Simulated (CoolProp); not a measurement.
Vapour-liquid equilibrium of carbon dioxide (1) + R124 (2) at -34.15 °C; x and y are mole fractions of (1).

Computed with CoolProp (multi-fluid Helmholtz-energy mixture model, Span 1996 and de Vries 1995; pair parameters Bell 2016).

| x | bubble pressure, mixture model (MPa) | bubble pressure, Raoult's law (MPa) | y, mixture model | y, Raoult's law |
|---|---|---|---|---|
| 0.05 | (withheld) | 0.09621 | (withheld) | 0.644 |
| 0.2 | (withheld) | 0.2766 | (withheld) | 0.896 |
| 0.35 | (withheld) | 0.4570 | 0.933 | 0.949 |
| 0.5 | 0.5823 | 0.6374 | 0.960 | 0.972 |
| 0.65 | (withheld) | 0.8178 | (withheld) | 0.985 |
| 0.8 | (withheld) | 0.9982 | 0.989 | 0.993 |
| 0.95 | 1.167 | 1.179 | 0.998 | 0.998 |

Task: Complete the blanks.

Result: 
- 0.05, bubble pressure, mixture model (MPa): 0.09724
- 0.05, y, mixture model: 0.638
- 0.2, bubble pressure, mixture model (MPa): 0.2632
- 0.2, y, mixture model: 0.879
- 0.35, bubble pressure, mixture model (MPa): 0.4199
- 0.65, bubble pressure, mixture model (MPa): 0.7594
- 0.65, y, mixture model: 0.977
- 0.8, bubble pressure, mixture model (MPa): 0.9553

The largest gap from Raoult's law is -8.6 % in bubble pressure, at x = 0.5. No azeotrope shows between x = 0.05 and 0.95.

The pair parameters rest on a limited set of measurements; away from them the model extrapolates. The gap from Raoult's law changes sign with composition, which may be real or a fault of the pair parameters; it wasn't checked against measurements.
